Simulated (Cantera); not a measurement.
A closed system holds: 1 mol Ca(OH)2, 2.1 mol CO2, 3.6 mol H2, held at 280000 Pa.

These are equilibrium values from Cantera (NASA tables, ideal gas, pure condensed phases), not measurements of a reactor. Candidate condensed phases: C, C6H6, C7H8, C8H18, Ca, CaCO3, CaO, Ca(OH)2, H2O; 115 gas species. Rates play no part.

Question: Which condensed phases are stable at each of these points (T (°C)): 277, 377, 477, 577, 677, 777, 877, 977, 1077, 1177, 1277, 1377?

Answer: 
| T (°C) | condensed phases | Ca condensed (%) |
|---|---|---|
| 277 | CaCO3(calcite) | 100.0 |
| 377 | CaCO3(calcite) | 100.0 |
| 477 | CaCO3(calcite) | 100.0 |
| 577 | CaCO3(calcite) | 100.0 |
| 677 | CaCO3(calcite) | 100.0 |
| 777 | CaCO3(calcite) | 100.0 |
| 877 | CaO(s) | 100.0 |
| 977 | CaO(s) | 100.0 |
| 1077 | CaO(s) | 100.0 |
| 1177 | CaO(s) | 100.0 |
| 1277 | CaO(s) | 100.0 |
| 1377 | CaO(s) | 100.0 |

From 277 °C to 777 °C the condensed part is CaCO3(calcite). From 877 °C to 1377 °C the condensed part is CaO(s).
